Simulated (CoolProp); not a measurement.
Vapour-liquid equilibrium of dimethyl ether (1) + methanol (2) at -31.65 °C; x and y are mole fractions of (1).

The numbers come from the multi-fluid Helmholtz-energy mixture model, Wu 2011 and de Reuck 1993; pair parameters Bell 2016 in CoolProp.

| x | bubble pressure, mixture model (bar) | bubble pressure, Raoult's law (bar) | y, mixture model | y, Raoult's law |
|---|---|---|---|---|
| 0.05 | 0.09829 | 0.04112 | 0.960 | 0.905 |
| 0.15 | 0.2510 | 0.1151 | 0.985 | 0.970 |
| 0.25 | 0.3619 | 0.1891 | 0.990 | 0.984 |
| 0.35 | 0.4400 | 0.2631 | 0.992 | 0.990 |
| 0.45 | 0.4953 | 0.3371 | 0.993 | 0.993 |
| 0.55 | 0.5369 | 0.4111 | 0.994 | 0.995 |
| 0.65 | 0.5728 | 0.4851 | 0.994 | 0.997 |
| 0.75 | 0.6096 | 0.5591 | 0.995 | 0.998 |
| 0.85 | 0.6533 | 0.6331 | 0.996 | 0.999 |
| 0.95 | 0.7095 | 0.7071 | 0.998 | 1.000 |

The largest gap from Raoult's law is +139.0 % in bubble pressure, at x = 0.05. No azeotrope shows between x = 0.05 and 0.95.

The pair parameters rest on a limited set of measurements; away from them the model extrapolates. With so large a gap from Raoult's law the liquid may split in two, which this calculation doesn't test in full.
